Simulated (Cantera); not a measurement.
Feed: 1 mol Ta2O5, 3.9 mol CO, 0.93 mol H2, held at 2200 K and 0.000280 bar.

Cantera equilibrium calculation (NASA polynomials, part measured and part estimated; ideal gas, pure solids and liquids). Candidate condensed phases: C, C6H6, C7H8, C8H18, H2O, Ta, TaC, Ta2O5; 113 gas species. Rates play no part.

Base state: CO 0.737, H2 0.115, H 0.114, TaO2 0.0218, CO2 0.00569, H2O 0.00469, OH 0.000650, O 0.000450 (mole fractions); condensed: Ta2O5(l).

Question: What changes in the equilibrium state with this change: temperature from 2200 K to 1748 K?

Answer: 
```csv
species,before,after
CO,0.737,0.805
H2,0.115,0.189
H,0.114,0.00593
TaO2,0.0218,2.12e-5
O,0.000450,5.74e-9
OH,0.000650,2.32e-7
TaO,0.000408,3.22e-6
CO2,0.00569,0.000149
H2O,0.00469,0.000127
"Ta2O5(l), mol",0.942,0
"TaC(s), mol",0,0.000361
"Ta2O5(s), mol",0,1.000
```
Mutual solubility and eutectic melting of coexisting phases are not modelled. TaC: taken at fixed stoichiometry. Condensed phases not in the tables: Ta2C.

Question: What changes in the equilibrium state with this change: pressure from 0.000280 bar to 0.100 bar?

Answer: 
```tsv
species	before	after
CO	0.737	0.803
H2	0.115	0.187
H	0.114	0.00770
TaO2	0.0218	0.000177
O	0.000450	1.50e-7
OH	0.000650	5.23e-6
Ta2O5(l), mol	0.942	0.998
TaC(s), mol	0	0.00211
```
Mutual solubility and eutectic melting of coexisting phases are not modelled. TaC: taken at fixed stoichiometry. Condensed phases not in the tables: Ta2C.

Question: What changes in the equilibrium state with this change: Ta2O5 replaced by TiO2?

Answer: 
| species | before | after |
|---|---|---|
| CO | 0.737 | 0.727 |
| H | 0.114 | 0.109 |
| H2 | 0.115 | 0.105 |
| TaO2 | 0.0218 | 0 |
| CO2 | 0.00569 | 0.0238 |
| H2O | 0.00469 | 0.0181 |
| TiO2 | 0 | 0.0102 |
| TiO | 0 | 0.00145 |
| TaO | 0.000408 | 0 |
| O2 | 7.74e-6 | 0.000138 |
| O | 0.000450 | 0.00190 |
| OH | 0.000650 | 0.00263 |
| Ta2O5(l), mol | 0.942 | 0 |
| Ti4O7(l), mol | 0 | 0.235 |
Condensed phases not in the tables: Magnéli phases beyond Ti4O7. Further candidate phases: Ti, TiC, TiO, TiO2, Ti2O3, Ti3O5, Ti4O7.
